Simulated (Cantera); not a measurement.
A closed system holds: 1 mol TEOS, 0.68 mol H2O, at 1298 K and 1900 Pa.

These are equilibrium values from Cantera (NASA tables, ideal gas, pure condensed phases), not measurements of a reactor. Candidate condensed phases: C, C6H6, C7H8, C8H18, H2O, Si, SiC, SiO2; 123 gas species. The feed counts by its element totals alone. The tables hold silica as quartz up to 1696 K and as liquid above; real silica turns to tridymite and cristobalite and melts near 1996 K. Equilibrium is a limit: real reactors are often held back by kinetics, nucleation or transport.

Base state: H2 0.799, CO 0.201, CH4 9.67e-5, H2O 2.83e-5 (mole fractions); condensed: C(graphite) + SiO2(β-quartz).

Question: What changes in the equilibrium state with this change: pressure from 1900 Pa to 100000 Pa?

Answer: 
```tsv
species	before	after
H2	0.799	0.793
CO	0.201	0.200
CH4	9.67e-5	0.00501
H2O	2.83e-5	0.00147
CO2	4.05e-6	0.000212
C(graphite), mol	5.32	5.28
SiO2(β-quartz), mol	1.000	1.00
```

Question: What changes in the equilibrium state with this change: temperature from 1298 K to 1773 K?

Answer: 
```csv
species,before,after
H2,0.799,0.694
CO,0.201,0.303
H,6.95e-6,0.00172
SiO,2.89e-6,0.00155
C2H2 (acetylene),4.46e-7,9.71e-5
H2O,2.83e-5,1.30e-6
CH4,9.67e-5,7.71e-6
"C(graphite), mol",5.32,2.36
"SiO2(β-quartz), mol",1.000,0
"SiC(s), mol",0,0.976
```

Question: What changes in the equilibrium state with this change: temperature from 1298 K to 2148 K?

Answer: 
```json
[
 {"species": "H2", "before": "0.799", "after": "0.672"},
 {"species": "CO", "before": "0.201", "after": "0.297"},
 {"species": "H", "before": "6.95e-6", "after": "0.0248"},
 {"species": "SiO", "before": "2.89e-6", "after": "0.00380"},
 {"species": "Si", "before": "<1e-9", "after": "0.00106"},
 {"species": "SiC2", "before": "<1e-9", "after": "8.29e-5"},
 {"species": "C(graphite), mol", "before": "5.32", "after": "2.42"},
 {"species": "SiO2(β-quartz), mol", "before": "1.000", "after": "0"},
 {"species": "SiC(s), mol", "before": "0", "after": "0.920"}
]
```
Gases not in the tables: Si2H6 and higher silanes.
